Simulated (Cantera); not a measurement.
# Thermodynamics of iron carbonyl, mercury and lead vapours, feed Fe(CO)5 + H2

Charge: 1 mol Fe(CO)5, 0.74 mol H2, at 0.110 bar.

These are equilibrium values from Cantera (NASA tables, ideal gas, pure condensed phases), not measurements of a reactor. Candidate condensed phases: C, C6H6, C7H8, C8H18, Fe, Fe(CO)5, FeO, Fe(OH)2, Fe(OH)3, Fe2O3, Fe3O4, H2O; 114 gas species. Condensed phases not in the tables: cementite and carbon dissolved in iron. Kinetics and transport are ignored.

From 775 °C to 900 °C the condensed part is C(graphite) + Fe(α). From 925 °C to 1000 °C the condensed part is C(graphite) + Fe(γ).

```json
[
 {"T (°C)": "775", "x CO": "0.851", "x H2": "0.129", "x CO2": "0.0177", "x H2O": "0.00226", "x CH4": "0.000107", "x H": "8.37e-9", "n C(graphite)": "0.112", "n Fe(α)": "1.00", "n Fe(γ)": "0"},
 {"T (°C)": "800", "x CO": "0.858", "x H2": "0.129", "x CO2": "0.0114", "x H2O": "0.00158", "x CH4": "8.39e-5", "x H": "1.52e-8", "n C(graphite)": "0.0731", "n Fe(α)": "1.00", "n Fe(γ)": "0"},
 {"T (°C)": "825", "x CO": "0.863", "x H2": "0.129", "x CO2": "0.00747", "x H2O": "0.00112", "x CH4": "6.67e-5", "x H": "2.68e-8", "n C(graphite)": "0.0485", "n Fe(α)": "1.00", "n Fe(γ)": "0"},
 {"T (°C)": "850", "x CO": "0.865", "x H2": "0.129", "x CO2": "0.00497", "x H2O": "0.000809", "x CH4": "5.35e-5", "x H": "4.61e-8", "n C(graphite)": "0.0327", "n Fe(α)": "1.00", "n Fe(γ)": "0"},
 {"T (°C)": "875", "x CO": "0.867", "x H2": "0.129", "x CO2": "0.00337", "x H2O": "0.000590", "x CH4": "4.34e-5", "x H": "7.75e-8", "n C(graphite)": "0.0224", "n Fe(α)": "1.00", "n Fe(γ)": "0"},
 {"T (°C)": "900", "x CO": "0.868", "x H2": "0.129", "x CO2": "0.00231", "x H2O": "0.000437", "x CH4": "3.55e-5", "x H": "1.28e-7", "n C(graphite)": "0.0155", "n Fe(α)": "1.00", "n Fe(γ)": "0"},
 {"T (°C)": "925", "x CO": "0.869", "x H2": "0.129", "x CO2": "0.00162", "x H2O": "0.000327", "x CH4": "2.93e-5", "x H": "2.06e-7", "n C(graphite)": "0.0110", "n Fe(α)": "0", "n Fe(γ)": "1.00"},
 {"T (°C)": "950", "x CO": "0.870", "x H2": "0.129", "x CO2": "0.00114", "x H2O": "0.000248", "x CH4": "2.43e-5", "x H": "3.25e-7", "n C(graphite)": "0.00784", "n Fe(α)": "0", "n Fe(γ)": "1.00"},
 {"T (°C)": "975", "x CO": "0.870", "x H2": "0.129", "x CO2": "0.000823", "x H2O": "0.000190", "x CH4": "2.04e-5", "x H": "5.05e-7", "n C(graphite)": "0.00569", "n Fe(α)": "0", "n Fe(γ)": "1.00"},
 {"T (°C)": "1000", "x CO": "0.870", "x H2": "0.129", "x CO2": "0.000599", "x H2O": "0.000147", "x CH4": "1.72e-5", "x H": "7.72e-7", "n C(graphite)": "0.00418", "n Fe(α)": "0", "n Fe(γ)": "1.00"}
]
```
x: gas mole fraction; n: condensed amount in mol.
